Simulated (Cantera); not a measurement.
Input: 1 mol Si3N4, 0.0036 mol C, 0.013 mol H2, held at 2.93 Torr.

These are equilibrium values from Cantera (NASA tables, ideal gas, pure condensed phases), not measurements of a reactor. Candidate condensed phases: C, C6H6, C7H8, C8H18, Si, SiC, Si3N4; 105 gas species. Mutual solubility and eutectic melting of coexisting phases are not modelled. The numbers say what is thermodynamically allowed, not how fast it happens.

Q: What share of the Si ends up in condensed phases as a function of T (K), at 1923, 2023, 2123, 2223, 2323, 2423, 2523, 2623, 2723, 2823?

A: 
```tsv
T (K)	Si condensed (%)	as
1923	99.7	Si(l) + SiC(s)
2023	98.9	Si(l) + SiC(s)
2123	96.5	Si(l)
2223	90.0	Si(l)
2323	69.4	Si(l)
2423	0.0	-
2523	0.0	-
2623	0.0	-
2723	0.0	-
2823	0.0	-
```
